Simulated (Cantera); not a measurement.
## Premixed flame

A freely propagating, adiabatic, planar premixed flame of 9.34 % CH4, 19.0 % O2, 71.6 % N2, equivalence ratio 0.98, unburnt at 600 K and 13300 Pa; mixture-averaged transport, grid criteria slope 0.08 and curve 0.16, no radiation.

Cantera simulation using GRI-Mech 3.0 (53 species, 325 reactions); the numbers are that mechanism's predictions, not measurements. Burning velocities carry a grid error of a few per cent, more on coarse grids.

```tsv
z (mm)	T (K)	u (m/s)	x CH4	x O2	x N2O	x H2O	x CH2CO	x C2H4
-5.88	600	1.85	0.0933	0.190	<1e-8	6.20e-6	<1e-8	<1e-8
-3.92	601	1.86	0.0931	0.190	<1e-8	0.000108	<1e-8	3.60e-8
-2.94	604	1.87	0.0926	0.189	<1e-8	0.000629	<1e-8	3.83e-7
-1.96	643	2.01	0.0896	0.186	<1e-8	0.00520	2.08e-7	7.97e-6
-0.980	951	3.02	0.0680	0.162	<1e-8	0.0381	1.22e-5	0.000157
-0.490	1333	4.29	0.0383	0.123	<1e-8	0.0789	6.30e-5	0.000429
0	1703	5.54	0.0104	0.0767	<1e-8	0.121	8.80e-5	0.000296
0.490	1860	6.07	0.00113	0.0472	1.14e-8	0.143	2.20e-5	2.70e-5
0.980	1893	6.17	6.73e-5	0.0354	1.43e-8	0.149	1.61e-6	6.90e-7
1.96	1913	6.21	2.18e-7	0.0292	1.55e-8	0.148	<1e-8	<1e-8
3.92	1935	6.26	<1e-8	0.0268	1.51e-8	0.147	<1e-8	<1e-8
7.84	1964	6.33	<1e-8	0.0257	1.55e-8	0.148	<1e-8	<1e-8
15.7	2008	6.46	<1e-8	0.0244	1.67e-8	0.151	<1e-8	<1e-8
```
x: mole fraction of selected species; z is measured from the peak of heat release.

The laminar burning velocity comes out as 185 cm/s and the thermal thickness is 1.96 mm. The peak x(CH2CO) is 9.55e-5. The peak x(C2H4) is 0.000469. The grid points is 154.
